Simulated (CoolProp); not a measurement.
Properties of n-perfluorobutane along the isobar 9.72 MPa (Tc = 113.2 °C, pc = 2.322 MPa, ω = 0.372).

Values from CoolProp's reference Helmholtz-energy equation of state, Gao 2022.

```json
[
 {"T (°C)": "-116.75", "phase": "liquid", "cp (kJ/(kg K))": "0.9939", "speed of sound (m/s)": "852.4", "expansivity (1/kK)": "1.839", "fugacity coefficient": "2.334e-6"},
 {"T (°C)": "-96.35", "phase": "liquid", "cp (kJ/(kg K))": "1.004", "speed of sound (m/s)": "792.9", "expansivity (1/kK)": "1.793", "fugacity coefficient": "3.471e-5"},
 {"T (°C)": "-76.05", "phase": "liquid", "cp (kJ/(kg K))": "1.018", "speed of sound (m/s)": "736.8", "expansivity (1/kK)": "1.771", "fugacity coefficient": "0.0002603"},
 {"T (°C)": "-55.75", "phase": "liquid", "cp (kJ/(kg K))": "1.036", "speed of sound (m/s)": "683.0", "expansivity (1/kK)": "1.770", "fugacity coefficient": "0.001228"},
 {"T (°C)": "-35.35", "phase": "liquid", "cp (kJ/(kg K))": "1.055", "speed of sound (m/s)": "630.7", "expansivity (1/kK)": "1.793", "fugacity coefficient": "0.004177"},
 {"T (°C)": "-15.05", "phase": "liquid", "cp (kJ/(kg K))": "1.074", "speed of sound (m/s)": "579.8", "expansivity (1/kK)": "1.842", "fugacity coefficient": "0.01104"},
 {"T (°C)": "5.25", "phase": "liquid", "cp (kJ/(kg K))": "1.093", "speed of sound (m/s)": "529.4", "expansivity (1/kK)": "1.923", "fugacity coefficient": "0.02424"},
 {"T (°C)": "25.65", "phase": "liquid", "cp (kJ/(kg K))": "1.113", "speed of sound (m/s)": "479.0", "expansivity (1/kK)": "2.043", "fugacity coefficient": "0.04625"},
 {"T (°C)": "45.95", "phase": "liquid", "cp (kJ/(kg K))": "1.132", "speed of sound (m/s)": "429.1", "expansivity (1/kK)": "2.213", "fugacity coefficient": "0.07855"},
 {"T (°C)": "66.25", "phase": "liquid", "cp (kJ/(kg K))": "1.152", "speed of sound (m/s)": "379.6", "expansivity (1/kK)": "2.444", "fugacity coefficient": "0.1219"}
]
```
